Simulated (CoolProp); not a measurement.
Octamethylcyclotetrasiloxane (D4) along the isotherm 614.1 K: fugacity coefficient from the reference equation and from simpler models built on Tc = 586.5 K, pc = 1347 kPa, ω = 0.598; each cubic takes its own stable root.

The numbers come from the reference Helmholtz-energy equation of state, Thol 2015 in CoolProp.

```json
[
 {"p (kPa)": "1680", "phase": "supercritical", "reference": "0.6518", "van der Waals": "0.6584", "Redlich-Kwong": "0.6426", "Soave-Redlich-Kwong": "0.6671"},
 {"p (kPa)": "3370", "phase": "supercritical", "reference": "0.4179", "van der Waals": "0.4390", "Redlich-Kwong": "0.4151", "Soave-Redlich-Kwong": "0.4459"},
 {"p (kPa)": "5050", "phase": "supercritical", "reference": "0.3353", "van der Waals": "0.3737", "Redlich-Kwong": "0.3385", "Soave-Redlich-Kwong": "0.3666"},
 {"p (kPa)": "6740", "phase": "supercritical", "reference": "0.2985", "van der Waals": "0.3518", "Redlich-Kwong": "0.3048", "Soave-Redlich-Kwong": "___"},
 {"p (kPa)": "8420", "phase": "supercritical", "reference": "___", "van der Waals": "0.3498", "Redlich-Kwong": "0.2898", "Soave-Redlich-Kwong": "0.3166"},
 {"p (kPa)": "10100", "phase": "supercritical", "reference": "0.2749", "van der Waals": "___", "Redlich-Kwong": "0.2848", "Soave-Redlich-Kwong": "0.3120"},
 {"p (kPa)": "11800", "phase": "supercritical", "reference": "0.2751", "van der Waals": "___", "Redlich-Kwong": "0.2863", "Soave-Redlich-Kwong": "0.3144"},
 {"p (kPa)": "13500", "phase": "supercritical", "reference": "0.2802", "van der Waals": "___", "Redlich-Kwong": "0.2927", "Soave-Redlich-Kwong": "0.3220"}
]
```

### Question
Complete the blanks.

### Answer

- 6740, Soave-Redlich-Kwong: 0.3318
- 8420, reference: 0.2814
- 10100, van der Waals: 0.3598
- 11800, van der Waals: 0.3787
- 13500, van der Waals: 0.4053
